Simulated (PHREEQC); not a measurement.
Make-up at 25 °C: 0.77 mol MgSO4 and 0.086 mol KCl per kg of water. It is in equilibrium with CO2 at log p = -2 (atm). Otherwise closed; pH follows from the charge balance.

Equilibrium calculation in PHREEQC: Pitzer model, pitzer.dat.

This is a speciation only: nothing precipitates in the calculation.

Predict the pH.

pH 5.05.

In which forms is C present?

CO2 84 %, HCO3- 16 % of the C.

Complexes and solids missing from the database can't appear. In brines, pH and single-ion activities rest on the MacInnes convention.
